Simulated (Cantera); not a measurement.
Charge: 1 mol c-C4F8, 0.12 mol HCl, 0.51 mol H2, held at 3423.15 K and 1.00 bar.

Equilibrium computed with Cantera from the NASA thermochemical tables; the gas is ideal and each condensed phase is pure. Candidate condensed phases: C, C6H6, C7H8, C8H18; 118 gas species. The feed counts by its element totals alone. Gases not in the tables: C2F6 and larger saturated fluorocarbons. Equilibrium is a limit: real reactors are often held back by kinetics, nucleation or transport.

Base state: F 0.466, CF2 0.209, HF 0.166, CF 0.115, Cl 0.0175, C3 0.0159, CF3 0.00241, C2 0.00176 (mole fractions); condensed: C(graphite).

What changes in the equilibrium state with this change: c-C4F8 replaced by C2F6?


```
species             before     after
----------------  --------  --------
F                    0.466     0.440
HF                   0.166     0.216
CF2                  0.209     0.187
Cl                  0.0175    0.0227
CF                   0.115     0.109
C3                  0.0159    0.0159
HCl               0.000114  0.000203
H                  0.00106   0.00146
C2H                5.59e-5   7.68e-5
C(graphite), mol      1.37     0.132
```
